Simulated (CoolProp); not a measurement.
Properties of R407C along the isobar 1.01 bar.

Values from CoolProp's reference Helmholtz-energy equation of state, Lemmon 2003. It is a pseudo-pure fit of the blend.

| T (K) | phase | cp (kJ/(kg K)) | cv (kJ/(kg K)) | speed of sound (m/s) | isothermal compressibility (1/MPa) | conductivity (mW/(m K)) |
|---|---|---|---|---|---|---|
| 254.5 | gas | 0.7884 | 0.6733 | 164.4 | 10.22 | 9.93 |
| 268.5 | gas | 0.8005 | 0.6900 | 169.1 | 10.15 | 11.0 |
| 282.6 | gas | 0.8168 | 0.7093 | 173.7 | 10.10 | 12.1 |
| 296.6 | gas | 0.8351 | 0.7298 | 178.0 | 10.07 | 13.1 |
| 310.6 | gas | 0.8547 | 0.7509 | 182.1 | 10.04 | 14.2 |
| 324.6 | gas | 0.8750 | 0.7725 | 186.1 | 10.02 | 15.3 |
| 338.7 | gas | 0.8960 | 0.7943 | 190.0 | 10.00 | 16.3 |
| 352.7 | gas | 0.9169 | 0.8160 | 193.8 | 9.988 | 17.4 |
| 366.7 | gas | 0.9380 | 0.8377 | 197.5 | 9.976 | 18.5 |
| 380.7 | gas | 0.9590 | 0.8592 | 201.1 | 9.966 | 19.5 |
| 394.8 | gas | 0.9801 | 0.8806 | 204.7 | 9.958 | 20.6 |
| 408.8 | gas | 1.001 | 0.9017 | 208.1 | 9.951 | 21.7 |
| 422.8 | gas | 1.021 | 0.9224 | 211.5 | 9.945 | 22.7 |

Thermal conductivity comes from a separate model (Geller 2001).
